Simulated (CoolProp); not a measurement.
Vapour-liquid equilibrium of n-butane (1) + cis-2-butene (2) at -70.45 °C; x and y are mole fractions of (1).

Computed with CoolProp (multi-fluid Helmholtz-energy mixture model, Bücker 2006 and Lemmon 2005; pair parameters Bell 2016).

Q: Give the bubble pressure and the first vapour's composition at x = 0.35, 0.875, 0.95. Is there an azeotrope?

A: x = 0.35: 0.02018 bar, y = 0.438; x = 0.875: 0.02323 bar, y = 0.899; x = 0.95: 0.02360 bar, y = 0.960. No azeotrope shows between x = 0.05 and 0.95.

The pair parameters rest on a limited set of measurements; away from them the model extrapolates.
